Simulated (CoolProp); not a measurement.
Properties of R1336mzz(E) along the isobar 3810 kPa.

The numbers come from the reference Helmholtz-energy equation of state, Akasaka 2023 in CoolProp.

```json
[
 {"T (K)": "234.8", "phase": "liquid", "Z": "0.2131", "isothermal compressibility (1/MPa)": "0.001171", "expansivity (1/kK)": "1.568", "fugacity coefficient": "0.003120"},
 {"T (K)": "250.8", "phase": "liquid", "Z": "0.2047", "isothermal compressibility (1/MPa)": "0.001435", "expansivity (1/kK)": "1.661", "fugacity coefficient": "0.007815"},
 {"T (K)": "266.7", "phase": "liquid", "Z": "[?]", "isothermal compressibility (1/MPa)": "[?]", "expansivity (1/kK)": "1.779", "fugacity coefficient": "0.01689"},
 {"T (K)": "282.6", "phase": "liquid", "Z": "0.1923", "isothermal compressibility (1/MPa)": "0.002256", "expansivity (1/kK)": "1.930", "fugacity coefficient": "0.03252"},
 {"T (K)": "298.5", "phase": "liquid", "Z": "0.1880", "isothermal compressibility (1/MPa)": "0.002920", "expansivity (1/kK)": "2.126", "fugacity coefficient": "0.05700"},
 {"T (K)": "314.5", "phase": "liquid", "Z": "0.1850", "isothermal compressibility (1/MPa)": "0.003898", "expansivity (1/kK)": "2.386", "fugacity coefficient": "0.09260"},
 {"T (K)": "330.4", "phase": "liquid", "Z": "0.1834", "isothermal compressibility (1/MPa)": "0.005391", "expansivity (1/kK)": "2.739", "fugacity coefficient": "0.1403"},
 {"T (K)": "346.3", "phase": "liquid", "Z": "0.1834", "isothermal compressibility (1/MPa)": "[?]", "expansivity (1/kK)": "3.239", "fugacity coefficient": "0.2010"},
 {"T (K)": "362.2", "phase": "liquid", "Z": "0.1857", "isothermal compressibility (1/MPa)": "0.01221", "expansivity (1/kK)": "3.995", "fugacity coefficient": "0.2741"},
 {"T (K)": "378.2", "phase": "liquid", "Z": "0.1913", "isothermal compressibility (1/MPa)": "0.02120", "expansivity (1/kK)": "5.267", "fugacity coefficient": "0.3586"},
 {"T (K)": "394.1", "phase": "liquid", "Z": "0.2032", "isothermal compressibility (1/MPa)": "0.04454", "expansivity (1/kK)": "7.909", "fugacity coefficient": "0.4503"},
 {"T (K)": "410", "phase": "supercritical", "Z": "0.2350", "isothermal compressibility (1/MPa)": "0.1699", "expansivity (1/kK)": "18.65", "fugacity coefficient": "0.5443"}
]
```

Complete the blanks.


- 266.7, Z: 0.1978
- 266.7, isothermal compressibility (1/MPa): 0.001783
- 346.3, isothermal compressibility (1/MPa): 0.007839
